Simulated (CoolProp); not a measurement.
The fluid at 298.15 K and 0.368 MPa is compressed adiabatically to 1.05 MPa with isentropic efficiency 0.8. The same conditions are run with several fluids, on thermodynamics alone (safety and materials aside).

Model: reference Helmholtz-energy equation of state of each fluid (CH2F2 (R32): Tillner-Roth 1997; ammonia: Gao 2020; propane: Lemmon 2009; carbon dioxide: Span 1996; propylene: Lemmon 2013), in CoolProp.

| fluid | work (kJ/kg) | final temperature (K) | final density (kg/m³) |
|---|---|---|---|
| CH2F2 (R32) | 65.4 | ___ | 18.5 |
| ammonia | 206 | 395.1 | 5.66 |
| propane | ___ | ___ | 18.2 |
| carbon dioxide | ___ | 391.9 | 14.5 |
| propylene | 76.7 | 351.7 | 16.7 |

**Question.** Complete the blanks.

**Answer.** 
- CH2F2 (R32), final temperature (K): 376.7
- propane, work (kJ/kg): 71.6
- propane, final temperature (K): 345.9
- carbon dioxide, work (kJ/kg): 81.3
